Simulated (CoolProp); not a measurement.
Vapour-liquid equilibrium of p-xylene (1) + n-undecane (2) at 57.9 kPa; x and y are mole fractions of (1).

Model: multi-fluid Helmholtz-energy mixture model, Zhou 2012 and Aleksandrov 2011; pair parameters Bell 2016, in CoolProp.

```json
[
 {"x": "0.05", "bubble temperature, mixture model (K)": "442.5", "bubble temperature, Raoult's law (K)": "441.9", "y, mixture model": "0.167", "y, Raoult's law": "0.185"},
 {"x": "0.125", "bubble temperature, mixture model (K)": "435.7", "bubble temperature, Raoult's law (K)": "434.7", "y, mixture model": "0.364", "y, Raoult's law": "0.391"},
 {"x": "0.2", "bubble temperature, mixture model (K)": "429.6", "bubble temperature, Raoult's law (K)": "428.4", "y, mixture model": "0.512", "y, Raoult's law": "0.539"},
 {"x": "0.275", "bubble temperature, mixture model (K)": "424.2", "bubble temperature, Raoult's law (K)": "422.9", "y, mixture model": "0.625", "y, Raoult's law": "0.648"},
 {"x": "0.35", "bubble temperature, mixture model (K)": "419.3", "bubble temperature, Raoult's law (K)": "418.1", "y, mixture model": "0.712", "y, Raoult's law": "0.729"},
 {"x": "0.425", "bubble temperature, mixture model (K)": "414.9", "bubble temperature, Raoult's law (K)": "413.8", "y, mixture model": "0.779", "y, Raoult's law": "0.792"},
 {"x": "0.5", "bubble temperature, mixture model (K)": "410.9", "bubble temperature, Raoult's law (K)": "410.0", "y, mixture model": "0.832", "y, Raoult's law": "0.841"},
 {"x": "0.575", "bubble temperature, mixture model (K)": "407.3", "bubble temperature, Raoult's law (K)": "406.5", "y, mixture model": "0.874", "y, Raoult's law": "0.880"},
 {"x": "0.65", "bubble temperature, mixture model (K)": "404.0", "bubble temperature, Raoult's law (K)": "403.4", "y, mixture model": "0.908", "y, Raoult's law": "0.912"},
 {"x": "0.725", "bubble temperature, mixture model (K)": "400.9", "bubble temperature, Raoult's law (K)": "400.5", "y, mixture model": "0.935", "y, Raoult's law": "0.938"},
 {"x": "0.8", "bubble temperature, mixture model (K)": "398.1", "bubble temperature, Raoult's law (K)": "397.9", "y, mixture model": "0.957", "y, Raoult's law": "0.959"},
 {"x": "0.875", "bubble temperature, mixture model (K)": "395.6", "bubble temperature, Raoult's law (K)": "395.4", "y, mixture model": "0.976", "y, Raoult's law": "0.977"},
 {"x": "0.95", "bubble temperature, mixture model (K)": "393.2", "bubble temperature, Raoult's law (K)": "393.1", "y, mixture model": "0.991", "y, Raoult's law": "0.991"}
]
```

The largest gap from Raoult's law is +1.3 K in bubble temperature, at x = 0.275. No azeotrope shows between x = 0.05 and 0.95.

The pair parameters rest on a limited set of measurements; away from them the model extrapolates.
